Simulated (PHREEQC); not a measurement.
Model water analysis in mg/kgw, 50 °C, pH 1.94:

```json
[
 {"constituent": "Na", "mg/kgw": "1270"},
 {"constituent": "K", "mg/kgw": "63.7"},
 {"constituent": "Ca", "mg/kgw": "193"},
 {"constituent": "Mg", "mg/kgw": "465"},
 {"constituent": "Cl", "mg/kgw": "1010"},
 {"constituent": "S(6) as SO4", "mg/kgw": "4900"}
]
```

Cl is adjusted to close the charge balance.
Valence states are taken as typed.

All values are PHREEQC results (Pitzer model, pitzer.dat), not measurements.

No solid was allowed to form.

Question: Predict the ionic strength, density, osmotic coefficient.

Answer: ionic strength 0.176 mol/kgw; density 0.995 g/cm³; osmotic coefficient 0.832.

Question: In which forms is S present?

Answer: SO4-2 61 %, HSO4- 39 % of the S.

Species that the database lacks are ignored. At this temperature some constants are extrapolated from 25 °C, and those without enthalpy data are left unchanged.
